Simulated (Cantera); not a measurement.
An adiabatic, constant-pressure homogeneous reactor starts with CH₄ : CO : O₂ : N₂ = 1 : 0.37 : 1.37 : 13.7 (molar parts), equivalence ratio 1.6, at 1050 K and 8.78 atm. Integrator tolerance rtol = 1e-08.

Detailed kinetics in Cantera: GRI-Mech 3.0 (53 species, 325 reactions).

| quantity | before | after |
|---|---|---|
| time of steepest temperature rise | 0.269 s | 44.5 µs |
| temperature at 7.00 s | 1816 K | 2513 K |
| equilibrium temperature | 1816 K | 2513 K |
| x(CH₄) at 7.00 s | 6.78e-10 (gas-phase equilibrium 7.45e-10) | 8.39e-12 (gas-phase equilibrium 9.40e-12) |
| x(CO) at 7.00 s | 0.0544 (gas-phase equilibrium 0.0544) | 0.0591 (gas-phase equilibrium 0.0591) |
| x(O₂) at 7.00 s | 1.51e-9 (gas-phase equilibrium 1.51e-9) | 2.22e-5 (gas-phase equilibrium 2.22e-5) |
| x(HCN) at 7.00 s | 1.32e-7 (gas-phase equilibrium 1.09e-7) | 8.44e-8 (gas-phase equilibrium 8.44e-8) |
| x(H) at 7.00 s | 2.79e-5 (gas-phase equilibrium 2.79e-5) | 0.00170 (gas-phase equilibrium 0.00170) |
| x(C₂H₆) at 7.00 s | <1e-12 (gas-phase equilibrium <1e-12) | <1e-12 (gas-phase equilibrium <1e-12) |

Task: What was changed between the two runs?
A) O2 1.37 to 3.8 parts
B) initial temperature 1050 to 1800 K
C) constant volume in place of constant pressure
D) pressure from 8.78 atm to 0.523 atm

Result: B, initial temperature 1050 to 1800 K
